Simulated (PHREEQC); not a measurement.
Ca(OH)2 is added in steps, without added water, to 1 kg of water holding 0.012 mol/kgw NaH2PO4 and 0.094 mol/kgw H2SO4, at 20 °C. Oxygen is held at 0.21 atm. CO2 from the air is kept out. Only these solids could form: Gypsum, Portlandite, Hydroxyapatite, Mirabilite.

Base run: PHREEQC, ion-association model, wateq4f.dat. Each further column changes one thing. The table gives pH.

| Ca(OH)2 added (mol) | base | H2SO4 left out | temperature from 20 to 70 °C | H2SO4 from 0.094 to 0.47 mol/kgw | no solid may form |
|---|---|---|---|---|---|
| 0 | 1.07 | 4.70 | 1.13 | 0.42 | 1.07 |
| 0.0075 | 1.12 | 7.24 | 1.19 | 0.43 | 1.12 |
| 0.015 | 1.17 | 11.81 | 1.26 | 0.44 | 1.17 |
| 0.03 | 1.27 | 12.56 | 1.41 | 0.47 | 1.30 |
| 0.0375 | 1.32 | 12.69 | 1.47 | 0.47 | 1.37 |
| 0.045 | 1.38 | 12.71 | 1.54 | 0.48 | 1.46 |
| 0.0525 | 1.45 | 12.71 | 1.62 | 0.49 | 1.55 |
| 0.0675 | 1.66 | 12.71 | 1.84 | 0.50 | 1.80 |
| 0.075 | 1.81 | 12.71 | 2.00 | 0.51 | 1.97 |
| 0.0825 | 2.04 | 12.71 | 2.25 | 0.52 | 2.22 |
| 0.09 | 2.54 | 12.71 | 2.76 | 0.53 | 2.71 |
| 0.105 | 5.54 | 12.71 | 4.99 | 0.54 | 9.37 |
| 0.1125 | 11.98 | 12.71 | 10.66 | 0.55 | 11.99 |
| 0.12 | 12.39 | 12.71 | 11.03 | 0.56 | 12.31 |

H3PO4, which wateq4f.dat lacks, is added to it with the constant of phreeqc.dat. Away from 25 °C the constants follow the database's enthalpies or fits; those with neither stay at their 25 °C values. In at least one series the solution becomes supersaturated in solids that the run did not let form, among them Gypsum, Hydroxyapatite. Solids allowed in the column 'H2SO4 left out': Portlandite, Hydroxyapatite.
